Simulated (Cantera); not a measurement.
Charge: 1 mol ZrN, 0.061 mol H₂, at 1502 °C and 5.40 Pa.

Method: chemical equilibrium by Gibbs-energy minimisation in Cantera with the NASA 1993 tables (ideal gas, pure condensed phases). Candidate condensed phases: Zr, ZrN; 11 gas species. ZrN: taken at fixed stoichiometry. Equilibrium is a limit: real reactors are often held back by kinetics, nucleation or transport.

Base state: H₂ 0.961, H 0.0386 (mole fractions); condensed: ZrN(s).

**Question.** What changes in the equilibrium state with this change: 0.18 mol NH₃ added?

**Answer.** 
```json
[
 {"species": "H₂", "before": "0.961", "after": "0.756"},
 {"species": "N₂", "before": "1.09e-7", "after": "0.210"},
 {"species": "H", "before": "0.0386", "after": "0.0342"},
 {"species": "ZrN(s), mol", "before": "1.00", "after": "1.00"}
]
```

**Question.** What changes in the equilibrium state with this change: pressure from 5.40 Pa to 3.90 mbar?

**Answer.** 
```tsv
species	before	after
H₂	0.961	0.995
H	0.0386	0.00462
ZrN(s), mol	1.00	1.00
```
